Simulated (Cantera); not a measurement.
Thermodynamics of silicon etching in halogen gases, feed Si + HCl

Charge: 1 mol Si, 4.9 mol HCl, held at 675 K and 0.0668 Torr.

These are equilibrium values from Cantera (NASA tables, ideal gas, pure condensed phases), not measurements of a reactor. Candidate condensed phases: Si; 19 gas species. The numbers say what is thermodynamically allowed, not how fast it happens.

```yaml
x(H₂): 0.513
x(SiCl₄): 0.256
x(HCl): 0.231
x(SiHCl₃): 7.47e-5
gas_amount: 3.900 mol
log10 activity of Si(s) (absent): -8.41
```
